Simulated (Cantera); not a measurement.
A Cantera script and what it prints.

```python
import numpy as np
import cantera as ct

gas_names = [...]  # 87 gases of nasa_gas.yaml made of C, H, Si
cond_names = """
    C(gr) C6H6(L) C7H8(L) C8H18(L),n-octa Si(cr) Si(L) SiC(b)
""".split()


# ... load() reads the species with a 1 bar reference pressure and builds the phases ...
atoms = {
    'SiH4': {'Si': 1, 'H': 4},
    'C3H8': {'C': 3, 'H': 8},
    'H2': {'H': 2},
    'CH4': {'C': 1, 'H': 4},
}
top_T = {'C(gr)': 4500, 'SiC(b)': 3050}  # K; cautious upper limits of use, not melting points


# ... equilibrate(T, P, feed) seeds the gas with the atoms and calls Mixture.equilibrate('TP', solver="vcs", rtol=1e-11, max_steps=5000) ...
results = []
feed = {'SiH4': 1, 'C3H8': 0.4, 'H2': 2.6, 'CH4': 0.15}  # mol
P = 10000  # Pa
for T in [1548, 1648, 1748, 1848, 1948, 2048, 2148, 2248, 2348]:
    mix = equilibrate(T, P, feed)
    results.append((T, P, feed, dict(zip(mix.species_names, mix.species_moles))))
    x = sorted(zip(gas.X, gas.species_names), reverse=True)
    print(f"T = {T:g} K  P = {P:g} Pa  gas = {mix.phase_moles(0):.4g} mol")
    print("   x: " + "  ".join(f"{s} {v:.3e}" for v, s in x if v > 1e-06))
    print("   condensed (mol): " + ("  ".join(f"{mix.phase(i).name} {mix.phase_moles(i):.4g}"
          for i in range(1, mix.n_phases) if mix.phase_moles(i) > 1e-12) or "none"))
```

It prints:

```
T = 1548 K  P = 10000 Pa  gas = 6.499 mol
   x: H2 9.997e-01  CH4 2.050e-04  H 9.736e-05  C2H2,acetylene 1.569e-05
   condensed (mol): C(gr) 0.3485  SiC(b) 1
T = 1648 K  P = 10000 Pa  gas = 6.5 mol
   x: H2 9.995e-01  H 2.815e-04  CH4 1.338e-04  C2H2,acetylene 4.471e-05
   condensed (mol): C(gr) 0.3485  SiC(b) 1
T = 1748 K  P = 10000 Pa  gas = 6.502 mol
   x: H2 9.991e-01  H 7.222e-04  C2H2,acetylene 1.128e-04  CH4 9.180e-05  CH3 1.347e-06
   condensed (mol): C(gr) 0.3479  SiC(b) 1
T = 1848 K  P = 10000 Pa  gas = 6.505 mol
   x: H2 9.980e-01  H 1.675e-03  C2H2,acetylene 2.570e-04  CH4 6.561e-05  CH3 2.219e-06  Si 1.871e-06  SiH2 1.238e-06
   condensed (mol): C(gr) 0.3462  SiC(b) 1
T = 1948 K  P = 10000 Pa  gas = 6.511 mol
   x: H2 9.958e-01  H 3.566e-03  C2H2,acetylene 5.367e-04  CH4 4.852e-05  Si 1.045e-05  SiH2 3.512e-06  CH3 3.462e-06  SiH 2.536e-06
   condensed (mol): C(gr) 0.3428  SiC(b) 0.9999
T = 2048 K  P = 10000 Pa  gas = 6.523 mol
   x: H2 9.918e-01  H 7.052e-03  C2H2,acetylene 1.040e-03  Si 4.927e-05  CH4 3.687e-05  SiH 9.431e-06  SiH2 8.964e-06  CH3 5.153e-06  SiC2 2.537e-06  Si2C 1.646e-06
   condensed (mol): C(gr) 0.3366  SiC(b) 0.9995
T = 2148 K  P = 10000 Pa  gas = 6.544 mol
   x: H2 9.847e-01  H 1.308e-02  C2H2,acetylene 1.886e-03  Si 2.007e-04  SiH 3.091e-05  CH4 2.860e-05  SiH2 2.087e-05  SiC2 1.574e-05  Si2C 9.805e-06  CH3 7.345e-06  C4H2 1.466e-06
   condensed (mol): C(gr) 0.3266  SiC(b) 0.9981
T = 2248 K  P = 10000 Pa  gas = 6.581 mol
   x: H2 9.728e-01  H 2.291e-02  C2H2,acetylene 3.223e-03  Si 7.199e-04  SiH 9.069e-05  SiC2 8.268e-05  Si2C 4.959e-05  SiH2 4.475e-05  CH4 2.249e-05  CH3 1.005e-05  C4H2 4.360e-06  C2H 2.996e-06  Si2 1.565e-06
   condensed (mol): C(gr) 0.3126  SiC(b) 0.9932
T = 2348 K  P = 10000 Pa  gas = 6.647 mol
   x: H2 9.534e-01  H 3.813e-02  C2H2,acetylene 5.210e-03  Si 2.313e-03  SiC2 3.755e-04  SiH 2.412e-04  Si2C 2.174e-04  SiH2 8.900e-05  CH4 1.776e-05  CH3 1.321e-05  C4H2 1.169e-05  C2H 1.060e-05  Si2 7.944e-06  C2H2,vinylidene 2.345e-06  CH2 1.040e-06
   condensed (mol): C(gr) 0.2966  SiC(b) 0.9769
```

Equilibrium computed with Cantera from the NASA thermochemical tables; the gas is ideal and each condensed phase is pure. Gases not in the tables: Si2H6 and higher silanes.
